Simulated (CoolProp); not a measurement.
The numbers come from the reference Helmholtz-energy equation of state, Lemmon 2005 in CoolProp. It is a short technical equation, of lower accuracy than the large ones.

Task: Give the vapour pressure (bar), liquid density (kg/m³), enthalpy of vaporisation (kJ/kg), surface tension (mN/m) of saturated 1-butene at 285.4 K.

Result: 
```json
[
 {"T (K)": "285.4", "p (bar)": "1.98", "liquid density (kg/m³)": "604", "enthalpy of vaporisation (kJ/kg)": "374", "surface tension (mN/m)": "13.6"}
]
```

Surface tension comes from a separate correlation (Mulero 2012).
